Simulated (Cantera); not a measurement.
An isothermal, constant-pressure homogeneous reactor starts with C₂H₆ : H₂ = 1 : 6.1 (molar parts), at 1398 K and 750 Torr.

Model: GRI-Mech 3.0 (53 species, 325 reactions), integrated in Cantera. GRI-Mech 3.0 stops at C3 and has no aromatics, soot or wall deposition, so with more carbon than oxygen in the feed, carbon stays in small species such as C2H2 where larger ones or solid carbon would form.

Task: Predict: x(C₂H₆) at 2.00 s; x(H₂) at 2.00 s; x(CH₃) at 2.00 s; x(CH₄) at 2.00 s; x(C₂H₂) at 2.00 s; x(C₂H₄) at 2.00 s.

Result: 
```json
{
 "x(C₂H₆) at 2.00 s": "0.000205 (gas-phase equilibrium 0.000143)",
 "x(H₂) at 2.00 s": "0.775 (gas-phase equilibrium 0.754)",
 "x(CH₃) at 2.00 s": "2.55e-5 (gas-phase equilibrium 2.43e-5)",
 "x(CH₄) at 2.00 s": "0.186 (gas-phase equilibrium 0.221)",
 "x(C₂H₂) at 2.00 s": "0.0237 (gas-phase equilibrium 0.0150)",
 "x(C₂H₄) at 2.00 s": "0.0150 (gas-phase equilibrium 0.00953)"
}
```
